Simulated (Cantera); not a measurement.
A closed system holds: 1 mol SiH₂Cl₂, 0.22 mol O₂, 15 mol N₂, equilibrated at 0.100 bar.

Cantera equilibrium calculation (NASA polynomials, part measured and part estimated; ideal gas, pure solids and liquids). Candidate condensed phases: H₂O, NH₄Cl, Si, SiO₂, Si₂N₂O, Si₃N₄; 47 gas species. N₂ is the only nitrogen source here; it is nearly inert below about 1500 K, so the nitride shown seldom forms there in practice. The tables' values for SiCl₃, SiCl, SiN are old estimates; treat these amounts as uncertain. Rates play no part.

log p: log10 of the partial pressure in bar; n: condensed amount in mol.

| T (K) | log p N₂ | log p HCl | log p H₂ | log p SiCl₂ | log p SiO | log p SiCl₄ | log p Cl | n Si₂N₂O(s) |
|---|---|---|---|---|---|---|---|---|
| 898 | -1.05 | -2.03 | -2.84 | -10.12 | <-13 | -3.14 | -10.59 | 0.440 |
| 1098 | -1.05 | -2.03 | -2.84 | -6.96 | <-13 | -3.14 | -8.27 | 0.440 |
| 1298 | -1.05 | -2.03 | -2.85 | -4.84 | -9.76 | -3.17 | -6.65 | 0.440 |
| 1498 | -1.05 | -2.01 | -2.93 | -3.67 | -6.28 | … | -5.40 | 0.440 |
| 1698 | -1.06 | -2.02 | -2.91 | -3.10 | -3.47 | … | -4.52 | 0.384 |
| 1898 | -1.07 | -2.31 | -2.49 | -2.51 | -2.60 | … | -4.29 | 0 |
| 2098 | -1.07 | -2.31 | -2.50 | -2.51 | -2.60 | … | -3.71 | 0 |

**Question.** Complete the blanks.

**Answer.** 
- 1498, log p SiCl₄: -3.45
- 1698, log p SiCl₄: -4.11
- 1898, log p SiCl₄: -5.45
- 2098, log p SiCl₄: -6.20
